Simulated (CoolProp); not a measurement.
Vapour-liquid equilibrium of ethylene (1) + propane (2) at 219.2 K; x and y are mole fractions of (1).

The numbers come from the multi-fluid Helmholtz-energy mixture model, Smukala 2000 and Lemmon 2009; pair parameters Bell 2016 in CoolProp.

```csv
x,"bubble pressure, mixture model (MPa)","bubble pressure, Raoult's law (MPa)","y, mixture model","y, Raoult's law"
0.05,0.1041,0.1019,___,0.457
0.2,___,0.2328,0.793,0.800
0.35,0.3746,0.3637,0.884,0.896
0.5,0.5014,0.4947,0.928,0.941
0.65,0.6241,0.6256,0.955,0.967
0.8,___,0.7565,0.976,0.985
0.95,0.8823,0.8875,___,0.997
```

### Question
Complete the blanks.

### Answer

- 0.05, y, mixture model: 0.459
- 0.2, bubble pressure, mixture model (MPa): 0.2416
- 0.8, bubble pressure, mixture model (MPa): 0.7482
- 0.95, y, mixture model: 0.994

The largest gap from Raoult's law is +3.8 % in bubble pressure, at x = 0.2. No azeotrope shows between x = 0.05 and 0.95.

Pair parameters are fitted to limited data, so mixtures are less certain than the pure fluids. The gap from Raoult's law changes sign with composition, which may be real or a fault of the pair parameters; it wasn't checked against measurements.
